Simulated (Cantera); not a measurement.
Input: 1 mol SrCl2, 0.018 mol HCl, 9.3 mol N2, held at 1673.15 K.

Cantera equilibrium calculation (NASA polynomials, part measured and part estimated; ideal gas, pure solids and liquids). Candidate condensed phases: NH4Cl, Sr, SrCl2; 15 gas species. Kinetics and transport are ignored.

**Question.** Which condensed phases are stable at each of these points (P (Pa)): 0.100, 1, 10, 100, 1000, 10000, 100000?

**Answer.** 
```
P (Pa)  condensed phases  Sr condensed (%)
------  ----------------  ----------------
0.100           gas only               0.0
1               gas only               0.0
10              gas only               0.0
100             gas only               0.0
1000            gas only               0.0
10000           SrCl2(l)              54.3
100000          SrCl2(l)              95.6
```

From 0.000750 Torr to 7.50 Torr nothing is condensed. From 75.0 Torr to 750 Torr the condensed part is SrCl2(l).
